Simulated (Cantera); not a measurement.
Input (Python, Cantera) and output of one run.

```python
import numpy as np
import cantera as ct

gas_names = """
    C CO CO2 C2 C2O C3 C3O2 C4 C5 O O2 O3 Pb PbO Pb2
""".split()
cond_names = """
    C(gr) Pb(cr) Pb(L) PbO(rd) PbO(yw) PbO(L) PbO2(s) Pb3O4(s)
""".split()


# ... load() reads the species with a 1 bar reference pressure and builds the phases ...
atoms = {
    'PbO': {'Pb': 1, 'O': 1},
    'CO': {'C': 1, 'O': 1},
}
top_T = {'C(gr)': 4500, 'Pb3O4(s)': 820}  # K; cautious upper limits of use, not melting points


# ... equilibrate(T, P, feed) seeds the gas with the atoms and calls Mixture.equilibrate('TP', solver="vcs", rtol=1e-11, max_steps=5000) ...
results = []
feed = {'PbO': 1, 'CO': 1.5}  # mol
P = 420  # Pa
for T in [1300, 1375, 1450, 1525, 1600, 1675, 1750, 1825, 1900, 1975, 2050]:
    mix = equilibrate(T, P, feed)
    results.append((T, P, feed, dict(zip(mix.species_names, mix.species_moles))))
    x = sorted(zip(gas.X, gas.species_names), reverse=True)
    print(f"T = {T:g} K  P = {P:g} Pa  gas = {mix.phase_moles(0):.4g} mol")
    print("   x: " + "  ".join(f"{s} {v:.3e}" for v, s in x if v > 0.0001))
    print("   condensed (mol): " + ("  ".join(f"{mix.phase(i).name} {mix.phase_moles(i):.4g}"
          for i in range(1, mix.n_phases) if mix.phase_moles(i) > 1e-12) or "none"))
```

It prints:

```
T = 1300 K  P = 420 Pa  gas = 2.5 mol
   x: CO2 3.999e-01  Pb 3.998e-01  CO 2.001e-01  PbO 1.174e-04
   condensed (mol): none
T = 1375 K  P = 420 Pa  gas = 2.5 mol
   x: CO2 3.998e-01  Pb 3.997e-01  CO 2.003e-01  PbO 2.563e-04
   condensed (mol): none
T = 1450 K  P = 420 Pa  gas = 2.5 mol
   x: CO2 3.995e-01  Pb 3.995e-01  CO 2.005e-01  PbO 5.143e-04
   condensed (mol): none
T = 1525 K  P = 420 Pa  gas = 2.5 mol
   x: CO2 3.990e-01  Pb 3.990e-01  CO 2.010e-01  PbO 9.596e-04
   condensed (mol): none
T = 1600 K  P = 420 Pa  gas = 2.5 mol
   x: CO2 3.983e-01  Pb 3.983e-01  CO 2.017e-01  PbO 1.680e-03
   condensed (mol): none
T = 1675 K  P = 420 Pa  gas = 2.5 mol
   x: CO2 3.972e-01  Pb 3.972e-01  CO 2.028e-01  PbO 2.779e-03
   condensed (mol): none
T = 1750 K  P = 420 Pa  gas = 2.5 mol
   x: Pb 3.956e-01  CO2 3.956e-01  CO 2.044e-01  PbO 4.369e-03
   condensed (mol): none
T = 1825 K  P = 420 Pa  gas = 2.5 mol
   x: Pb 3.934e-01  CO2 3.933e-01  CO 2.067e-01  PbO 6.553e-03
   condensed (mol): none
T = 1900 K  P = 420 Pa  gas = 2.501 mol
   x: Pb 3.905e-01  CO2 3.899e-01  CO 2.099e-01  PbO 9.400e-03  O2 2.470e-04
   condensed (mol): none
T = 1975 K  P = 420 Pa  gas = 2.503 mol
   x: Pb 3.867e-01  CO2 3.847e-01  CO 2.147e-01  PbO 1.288e-02  O2 8.758e-04  O 2.516e-04
   condensed (mol): none
T = 2050 K  P = 420 Pa  gas = 2.509 mol
   x: Pb 3.819e-01  CO2 3.757e-01  CO 2.222e-01  PbO 1.673e-02  O2 2.689e-03  O 7.786e-04
   condensed (mol): none
```

Cantera equilibrium calculation (NASA polynomials, part measured and part estimated; ideal gas, pure solids and liquids).
